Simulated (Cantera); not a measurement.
Feed: 1 mol SiH4, 0.59 mol N2, held at 2048 K and 1.20 Torr.

Equilibrium computed with Cantera from the NASA thermochemical tables; the gas is ideal and each condensed phase is pure. Candidate condensed phases: Si, Si3N4; 18 gas species. The tables' values for SiN are old estimates; treat these amounts as uncertain. Gases not in the tables: Si2H6 and higher silanes. Rates play no part.

Base state: H2 0.693, N2 0.211, Si 0.0472, H 0.0466, SiH 0.000956, Si2 0.000548, Si2N 0.000254, SiN 0.000202 (mole fractions); condensed: Si(l).

Task: What changes in the equilibrium state with this change: pressure from 1.20 Torr to 18.0 Torr?

Result: 
```json
[
 {"species": "H2", "before": "0.693", "after": "0.758"},
 {"species": "N2", "before": "0.211", "after": "0.226"},
 {"species": "H", "before": "0.0466", "after": "0.0126"},
 {"species": "Si", "before": "0.0472", "after": "0.00315"},
 {"species": "Si2", "before": "0.000548", "after": "3.65e-5"},
 {"species": "Si3", "before": "0.000115", "after": "7.65e-6"},
 {"species": "Si(l), mol", "before": "0.859", "after": "0.990"}
]
```

Task: What changes in the equilibrium state with this change: temperature from 2048 K to 1100 K?

Result: 
```csv
species,before,after
H2,0.693,1.000
H,0.0466,6.46e-7
N2,0.211,6.01e-7
Si,0.0472,<1e-9
SiH2,9.60e-5,1.32e-9
SiH,0.000956,<1e-9
Si2,0.000548,<1e-9
"Si(l), mol",0.859,0
"Si(s), mol",0,0.115
"Si3N4(s), mol",0,0.295
```
N2 is the only nitrogen source here; it is nearly inert below about 1500 K, so the nitride shown seldom forms there in practice. Mutual solubility and eutectic melting of coexisting phases are not modelled.
